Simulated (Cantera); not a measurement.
**Thermodynamics of silicon etching in halogen gases, feed Si + Br2 + N2**

Input: 1 mol Si, a varied amount of Br2, 0.19 mol N2, equilibrated at 1648 K and 98.0 Pa.

These are equilibrium values from Cantera (NASA tables, ideal gas, pure condensed phases), not measurements of a reactor. Candidate condensed phases: Br2, Si, Si3N4; 13 gas species. The tables' values for SiBr3, SiBr are old estimates; treat these amounts as uncertain. Kinetics and transport are ignored.

| n(Br2) (mol) | x Br | x SiBr2 | x N2 | x SiBr3 | n Si(s) |
|---|---|---|---|---|---|
| 0.78 | 0.0873 | 0.719 | 0.187 | 0.00293 | 0.264 |
| 1.2 | 0.245 | 0.625 | 0.120 | 0.00716 | 0 |
| 1.7 | 0.533 | 0.380 | 0.0745 | 0.00944 | 0 |
| 2.5 | 0.710 | 0.231 | 0.0460 | 0.00767 | 0 |
| 3.7 | 0.815 | 0.145 | 0.0292 | 0.00554 | 0 |
| 5.5 | 0.880 | 0.0933 | 0.0188 | 0.00383 | 0 |
| 8.2 | 0.921 | 0.0607 | 0.0123 | 0.00261 | 0 |
x: gas mole fraction; n: condensed amount in mol.

At 0.78 mol Br2 the condensed part is Si(s). From 1.2 mol Br2 to 8.2 mol Br2 nothing is condensed. The main Si-bearing gas is SiBr2 throughout.
